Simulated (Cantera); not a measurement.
Charge: 1 mol S, 7.5 mol H2, held at 2773.15 K and 16.0 mbar.

Cantera equilibrium calculation (NASA polynomials, part measured and part estimated; ideal gas, pure solids and liquids). Candidate condensed phases: S; 7 gas species. Equilibrium is a limit: real reactors are often held back by kinetics, nucleation or transport.

Base state: H2 0.496, H 0.414, S 0.0710, SH 0.0126, S2 0.00529, H2S 0.000592 (mole fractions); condensed: gas only.

### Question
What changes in the equilibrium state with this change: temperature from 2773.15 K to 1673 K?

### Answer
| species | before | after |
|---|---|---|
| H2 | 0.496 | 0.912 |
| S2 | 0.00529 | 0.0407 |
| H2S | 0.000592 | 0.0399 |
| H | 0.414 | 0.000860 |
| S | 0.0710 | 0.000393 |
| SH | 0.0126 | 0.00577 |
